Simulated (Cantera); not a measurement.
An adiabatic, constant-volume homogeneous reactor starts with CO : H2 : CH4 : O2 : N2 : H2O = 1 : 0.68 : 0.29 : 1.56 : 18.7 : 3.1 (molar parts), at 1475 K and 62000 Pa. Integrator tolerance rtol = 1e-08.

Detailed kinetics in Cantera: GRI-Mech 3.0 (53 species, 325 reactions).

### Question
What does this change do: H2 0.68 to 1.6 parts?

### Answer
```tsv
quantity	before	after
time of steepest temperature rise	0.202 ms	0.115 ms
temperature at 0.200 s	2255 K	2329 K
equilibrium temperature	2253 K	2329 K
x(CO) at 0.200 s	0.00491 (gas-phase equilibrium 0.00493)	0.0153 (gas-phase equilibrium 0.0153)
x(H2) at 0.200 s	0.00326 (gas-phase equilibrium 0.00328)	0.0144 (gas-phase equilibrium 0.0144)
x(CH4) at 0.200 s	<1e-12 (gas-phase equilibrium <1e-12)	<1e-12 (gas-phase equilibrium <1e-12)
x(C2H2) at 0.200 s	<1e-12 (gas-phase equilibrium <1e-12)	<1e-12 (gas-phase equilibrium <1e-12)
x(CH2O) at 0.200 s	5.92e-12 (gas-phase equilibrium 5.98e-12)	8.35e-11 (gas-phase equilibrium 8.36e-11)
x(HO2) at 0.200 s	7.62e-7 (gas-phase equilibrium 7.42e-7)	2.39e-7 (gas-phase equilibrium 2.39e-7)
```
